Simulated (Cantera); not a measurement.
Charge: 1 mol CS2, 0.17 mol SO2, 3.3 mol H2, at 3000000 Pa.

These are equilibrium values from Cantera (NASA tables, ideal gas, pure condensed phases), not measurements of a reactor. Candidate condensed phases: C, C6H6, C7H8, C8H18, H2O, H2SO4, S; 123 gas species. Rates play no part. All values below are at 3177 °C.

Base state: H2 0.523, CS 0.102, SH 0.0795, H 0.0695, CO 0.0657, S2 0.0588, H2S 0.0418, S 0.0352 (mole fractions); condensed: gas only.

Problem. What changes in the equilibrium state with this change: H2 from 3.3 to 1.3 mol?

Solution. 
| species | before | after |
|---|---|---|
| H2 | 0.523 | 0.312 |
| CS | 0.102 | 0.160 |
| S2 | 0.0588 | 0.130 |
| CS2 | 0.0222 | 0.0517 |
| CO | 0.0657 | 0.110 |
| S | 0.0352 | 0.0524 |
| H | 0.0695 | 0.0537 |
| SH | 0.0795 | 0.0913 |
| H2S | 0.0418 | 0.0370 |
| CH4 | 5.35e-5 | 2.01e-5 |
| COS | 0.000238 | 0.000592 |
| SO | 7.71e-6 | 1.82e-5 |
| CH3 | 9.94e-5 | 4.82e-5 |
| CH2 | 3.27e-5 | 2.06e-5 |
